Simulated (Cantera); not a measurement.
Input: 1 mol Al, 4.7 mol HCl, 11 mol N₂, held at 1523 K and 0.000160 bar.

These are equilibrium values from Cantera (NASA tables, ideal gas, pure condensed phases), not measurements of a reactor. Candidate condensed phases: Al, AlCl₃, AlN, NH₄Cl; 20 gas species. The tables' values for AlCl₂ are old estimates; treat these amounts as uncertain. Kinetics and transport are ignored.

Base state: N₂ 0.702, HCl 0.166, H₂ 0.0667, AlCl₃ 0.0296, AlCl 0.0242, AlCl₂ 0.0100, Cl 0.000942, H 0.000472 (mole fractions); condensed: gas only.

Problem. What changes in the equilibrium state with this change: temperature from 1523 K to 1448 K?

Solution. 
```
species    before     after
-------  --------  --------
N₂          0.702     0.711
HCl         0.166     0.145
H₂         0.0667    0.0792
AlCl₃      0.0296    0.0429
AlCl       0.0242    0.0138
AlCl₂      0.0100   0.00789
Cl       0.000942  0.000306
H        0.000472  0.000205
```

Problem. What changes in the equilibrium state with this change: N₂ from 11 to 900 mol?

Solution. 
```json
[
 {"species": "N₂", "before": "0.702", "after": "0.994"},
 {"species": "HCl", "before": "0.166", "after": "0.00369"},
 {"species": "AlCl", "before": "0.0242", "after": "0.000966"},
 {"species": "H₂", "before": "0.0667", "after": "0.000725"},
 {"species": "AlCl₃", "before": "0.0296", "after": "5.37e-5"},
 {"species": "AlCl₂", "before": "0.0100", "after": "8.52e-5"},
 {"species": "H", "before": "0.000472", "after": "4.92e-5"},
 {"species": "Cl", "before": "0.000942", "after": "0.000201"}
]
```
